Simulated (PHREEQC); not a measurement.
1 kg of water holding 0.14 mol KCl, 0.2 mol MgCl2, 0.036 mol SrCl2, 0.011 mol NaCl and 0.041 mol CaCl2 is evaporated at 15 °C; the solids stay in contact with the brine. No CO2 enters from the air. Only these solids could form: Bischofite, Brucite, Carnallite, Halite, Portlandite, Sylvite, MgCl2_4H2O.

Model: Pitzer model, pitzer.dat, run in PHREEQC.

```csv
water left (kg),ionic strength,water activity,Carnallite (mol),Sylvite (mol),Halite (mol),Sr in solution (mol/kgw),Ca in solution (mol/kgw)
1,0.982,0.982,0,0,0,0.0360,0.0410
0.8219,1.19,0.978,0,0,0,0.0438,0.0499
0.6755,1.45,0.972,0,0,0,0.0533,0.0607
0.5552,1.77,0.966,0,0,0,0.0648,0.0738
0.4563,2.15,0.957,0,0,0,0.0789,0.0899
0.375,2.62,0.946,0,0,0,0.0960,0.109
0.3082,3.19,0.932,0,0,0,0.117,0.133
0.2533,3.88,0.912,0,0,0,0.142,0.162
0.2082,4.72,0.887,0,0,0,0.173,0.197
0.1711,5.74,0.853,0,0,0,0.210,0.240
0.1407,6.98,0.808,0,0,0,0.256,0.291
0.1156,8.49,0.749,0,0,0,0.311,0.355
0.09502,9.88,0.690,0,0.0431,0,0.379,0.431
0.07809,11.5,0.617,0,0.0865,0,0.461,0.525
0.06418,13.5,0.519,0,0.113,0,0.561,0.639
0.04527,14.4,0.488,0.0693,0.0538,0,0.795,0.906
0.0291,15.5,0.452,0.132,0,0.00328,1.24,1.41
```

Sylvite from water left = 0.09502 kg, last present at water left = 0.04527 kg; Carnallite from water left = 0.04527 kg; Halite from water left = 0.0291 kg.
